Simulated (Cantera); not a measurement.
Input (Python, Cantera) and output of one run.

```python
import numpy as np
import cantera as ct

gas_names = """
    H HO2 H2 H2O H2O2 H2S H2SO4 O OH O2 O3 S SH SO SO2 SO3 S2 S2O S8
""".split()
cond_names = """
    H2O(s) H2O(L) H2SO4(L) S(cr1) S(cr2) S(L)
""".split()


def load(file, names, dense=False):
    # The tables refer to 1 bar. Condensed volumes are neglected.
    table = {s.name: s for s in ct.Species.list_from_file(file)}
    out = []
    for n in names:
        d = dict(table[n].input_data)
        d["thermo"] = dict(d["thermo"], **{"reference-pressure": 1e5})
        if dense:
            d["equation-of-state"] = {"model": "constant-volume", "density": "1e6 g/cm^3"}
        out.append(ct.Species.from_dict(d))
    return out


gas = ct.Solution(thermo="ideal-gas", species=load("nasa_gas.yaml", gas_names))
cond = {s.name: ct.Solution(thermo="fixed-stoichiometry", species=[s], name=s.name)
        for s in load("nasa_condensed.yaml", cond_names, dense=True)}
atoms = {
    'S': {'S': 1},
    'SO2': {'S': 1, 'O': 2},
    'H2': {'H': 2},
}
top_T = {}  # K; cautious upper limits of use, not melting points


def equilibrate(T, P, feed):
    n = {}
    for name, mol in feed.items():
        for a, k in atoms[name].items():
            n[a] = n.get(a, 0.0) + k * mol
    gas.TPX = T, P, n
    mass = sum(n.values()) * gas.mean_molecular_weight
    gas.equilibrate("TP")
    valid = [c for c in cond.values() if c.min_temp <= T <= top_T.get(c.name, c.max_temp)]
    mix = ct.Mixture([(gas, mass / gas.mean_molecular_weight)] + [(c, 0.0) for c in valid])
    mix.T, mix.P = T, P
    mix.equilibrate("TP", solver="vcs", rtol=1e-11, max_steps=5000)
    return mix


results = []
feed = {'S': 1, 'SO2': 0.022, 'H2': 0.067}  # mol
T = 3273  # K
P = 32  # Pa
mix = equilibrate(T, P, feed)
results.append((T, P, feed, dict(zip(mix.species_names, mix.species_moles))))
x = sorted(zip(gas.X, gas.species_names), reverse=True)
print(f"T = {T:g} K  P = {P:g} Pa  gas = {mix.phase_moles(0):.4g} mol")
print("   x: " + "  ".join(f"{s} {v:.3e}" for v, s in x if v > 1e-05))
print("   condensed (mol): " + ("  ".join(f"{mix.phase(i).name} {mix.phase_moles(i):.4g}"
      for i in range(1, mix.n_phases) if mix.phase_moles(i) > 1e-12) or "none"))
```

Result:

```
T = 3273 K  P = 32 Pa  gas = 1.198 mol
   x: S 8.506e-01  H 1.117e-01  O 3.562e-02  SO 1.094e-03  S2 8.358e-04  SH 6.715e-05  H2 3.439e-05  OH 1.843e-05
   condensed (mol): none
```

Method: chemical equilibrium by Gibbs-energy minimisation in Cantera with the NASA 1993 tables (ideal gas, pure condensed phases).
